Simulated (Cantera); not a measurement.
Input (Python, Cantera) and output of one run.

```python
import numpy as np
import cantera as ct

gas_names = [...]  # 87 gases of nasa_gas.yaml made of C, H, Si
cond_names = """
    C(gr) C6H6(L) C7H8(L) C8H18(L),n-octa Si(cr) Si(L) SiC(b)
""".split()


# ... load() reads the species with a 1 bar reference pressure and builds the phases ...
atoms = {
    'CH3SiH3': {'C': 1, 'H': 6, 'Si': 1},
    'CH4': {'C': 1, 'H': 4},
    'H2': {'H': 2},
    'C3H8': {'C': 3, 'H': 8},
}
top_T = {'C(gr)': 4500, 'SiC(b)': 3050}  # K; cautious upper limits of use, not melting points


# ... equilibrate(T, P, feed) seeds the gas with the atoms and calls Mixture.equilibrate('TP', solver="vcs", rtol=1e-11, max_steps=5000) ...
results = []
feed = {'CH3SiH3': 1, 'CH4': 0.42, 'H2': 1200, 'C3H8': 0.2}  # mol
T = 1475  # K
P = 13332.2  # Pa
mix = equilibrate(T, P, feed)
results.append((T, P, feed, dict(zip(mix.species_names, mix.species_moles))))
x = sorted(zip(gas.X, gas.species_names), reverse=True)
print(f"T = {T:g} K  P = {P:g} Pa  gas = {mix.phase_moles(0):.4g} mol")
print("   x: " + "  ".join(f"{s} {v:.3e}" for v, s in x if v > 1e-05))
print("   condensed (mol): " + ("  ".join(f"{mix.phase(i).name} {mix.phase_moles(i):.4g}"
      for i in range(1, mix.n_phases) if mix.phase_moles(i) > 1e-12) or "none"))
```

It prints:

```
T = 1475 K  P = 13332.2 Pa  gas = 1204 mol
   x: H2 9.996e-01  CH4 3.872e-04  H 3.551e-05
   condensed (mol): C(gr) 0.5366  SiC(b) 1
```

These are equilibrium values from Cantera (NASA tables, ideal gas, pure condensed phases), not measurements of a reactor. The feed counts by its element totals alone.
